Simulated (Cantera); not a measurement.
Feed: 1 mol SiF4, 16 mol NO, 9.8 mol H2, held at 26.0 mbar.

Equilibrium computed with Cantera from the NASA thermochemical tables; the gas is ideal and each condensed phase is pure. Candidate condensed phases: H2O, Si, SiO2, Si2N2O, Si3N4; 58 gas species. The numbers say what is thermodynamically allowed, not how fast it happens. All values below are at 948 K.

Base state: N2 0.350, H2O 0.344, HF 0.168, O2 0.136, SiF4 0.00164 (mole fractions); condensed: SiO2(β-quartz).

Q: What changes in the equilibrium state with this change: H2 from 9.8 to 0.22 mol?

A: 
```csv
species,before,after
N2,0.350,0.465
O2,0.136,0.458
SiF4,0.00164,0.0523
H2O,0.344,0.00116
HF,0.168,0.0232
NO,9.16e-6,1.94e-5
"SiO2(β-quartz), mol",0.962,0.1000
```
